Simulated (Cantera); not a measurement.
Silicon carbide growth: SiHCl₃ + C₂H₄ + H₂ + C₂H₂

Input: 1 mol SiHCl₃, 0.0074 mol C₂H₄, 87 mol H₂, 0.045 mol C₂H₂, held at 1552 °C.

These are equilibrium values from Cantera (NASA tables, ideal gas, pure condensed phases), not measurements of a reactor. Candidate condensed phases: C, C₆H₆, C₇H₈, C₈H₁₈, Si, SiC; 109 gas species. Mutual solubility and eutectic melting of coexisting phases are not modelled. The tables' values for SiCl, SiCl₃ are old estimates; treat these amounts as uncertain. Gases not in the tables: Si₂H₆ and higher silanes. The numbers say what is thermodynamically allowed, not how fast it happens.

| P (Pa) | x H₂ | x HCl | x H | x Si | x SiCl₂ | x SiCl | n Si(l) | n SiC(s) |
|---|---|---|---|---|---|---|---|---|
| 100 | 0.951 | 0.0278 | 0.0136 | 0.00455 | 0.00243 | 0.000307 | 0.210 | 0.0998 |
| 270 | 0.959 | 0.0282 | 0.00830 | 0.00168 | 0.00247 | 0.000188 | 0.490 | 0.103 |
| 720 | 0.963 | 0.0283 | 0.00509 | 0.000632 | 0.00249 | 0.000116 | 0.596 | 0.104 |
| 1900 | 0.965 | 0.0285 | 0.00314 | 0.000239 | 0.00251 | 7.15e-5 | 0.637 | 0.104 |
| 5200 | 0.967 | 0.0285 | 0.00190 | 8.75e-5 | 0.00251 | 4.33e-5 | 0.654 | 0.105 |
| 14000 | 0.968 | 0.0285 | 0.00116 | 3.25e-5 | 0.00251 | 2.64e-5 | 0.660 | 0.105 |
| 37000 | 0.968 | 0.0285 | 0.000712 | 1.23e-5 | 0.00251 | 1.62e-5 | 0.663 | 0.104 |
| 100000 | 0.968 | 0.0285 | 0.000433 | 4.55e-6 | 0.00251 | 9.85e-6 | 0.664 | 0.103 |
x: gas mole fraction; n: condensed amount in mol.

From 1.00 mbar to 1.00 bar the condensed part is Si(l) + SiC(s). The main Si-bearing gas is Si at 1.00 mbar and SiCl₂ at 1.00 bar.
